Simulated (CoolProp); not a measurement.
Hydrogen sulfide along the isobar 0.312 MPa: Z from the reference equation and from simpler models built on Tc = 373.1 K, pc = 8.999 MPa, ω = 0.101; each cubic takes its own stable root.

Computed with CoolProp (reference Helmholtz-energy equation of state, Lemmon 2006). It is a short technical equation, of lower accuracy than the large ones.

```json
[
 {"T (K)": "202.1", "phase": "liquid", "reference": "0.006537"},
 {"T (K)": "214", "phase": "liquid", "reference": "0.006308"},
 {"T (K)": "225.9", "phase": "liquid", "reference": "0.006113"},
 {"T (K)": "249.7", "phase": "gas", "reference": "0.9571"},
 {"T (K)": "261.6", "phase": "gas", "reference": "0.9633"},
 {"T (K)": "273.4", "phase": "gas", "reference": "0.9683"},
 {"T (K)": "285.3", "phase": "gas", "reference": "0.9724"},
 {"T (K)": "297.2", "phase": "gas", "reference": "0.9759"},
 {"T (K)": "309.1", "phase": "gas", "reference": "0.9787"},
 {"T (K)": "321", "phase": "gas", "reference": "0.9812"},
 {"T (K)": "332.8", "phase": "gas", "reference": "0.9832"},
 {"T (K)": "344.7", "phase": "gas", "reference": "0.9850"},
 {"T (K)": "356.6", "phase": "gas", "reference": "0.9866"},
 {"T (K)": "368.5", "phase": "gas", "reference": "0.9879"},
 {"T (K)": "380.4", "phase": "gas", "reference": "0.9891"}
]
```

How far does each simpler model (van der Waals, Redlich-Kwong) lie from the reference over these 15 states: mean and median of the absolute difference, and the worst?


- van der Waals: mean 3025.9 %, median 0.6 %, worst +15705.7 % at 225.9 K and 0.312 MPa
- Redlich-Kwong: mean 0.8 %, median 0.1 %, worst +3.7 % at 225.9 K and 0.312 MPa

At some of these states van der Waals gives the other phase, because its saturation line lies elsewhere.
